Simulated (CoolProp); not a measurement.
Vapour-liquid equilibrium of R134a (1) + R142b (2) at 0.376 MPa; x and y are mole fractions of (1).

Model: multi-fluid Helmholtz-energy mixture model, Tillner-Roth 1994 and Lemmon 2006; pair parameters Bell 2016, in CoolProp.

**Question.** Give the bubble temperature and the first vapour's composition at x = 0.05, 0.5, 0.8. Is there an azeotrope?

**Answer.** x = 0.05: 299.7 K, y = 0.099; x = 0.5: 287.4 K, y = 0.652; x = 0.8: 282.6 K, y = 0.868. No azeotrope shows between x = 0.05 and 0.95.

Pair parameters are fitted to limited data, so mixtures are less certain than the pure fluids.
